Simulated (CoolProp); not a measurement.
Vapour-liquid equilibrium of propane (1) + R134a (2) at 1650 kPa; x and y are mole fractions of (1).

Computed with CoolProp (multi-fluid Helmholtz-energy mixture model, Lemmon 2009 and Tillner-Roth 1994; pair parameters Bell 2016).

```
x     bubble temperature, mixture model (K)  bubble temperature, Raoult's law (K)  y, mixture model  y, Raoult's law
----  -------------------------------------  ------------------------------------  ----------------  ---------------
0.05                                  327.3                                 331.8             0.123            0.062
0.2                                   317.9                                 330.1             0.357            0.241
0.35                                  313.7                                 328.5             0.476            0.407
0.5                                   311.9                                 326.8             0.556            0.562
0.65                                  311.6                                 325.2             0.631            0.706
0.8                                   313.0                                 323.6             0.730            0.839
0.95                                  318.1                                 322.0             0.906            0.961
```

The largest gap from Raoult's law is -14.9 K in bubble temperature, at x = 0.5. y crosses x between x = 0.5 and 0.65: the model has an azeotrope there.

Pair parameters are fitted to limited data, so mixtures are less certain than the pure fluids. With so large a gap from Raoult's law the liquid may split in two, which this calculation doesn't test in full.
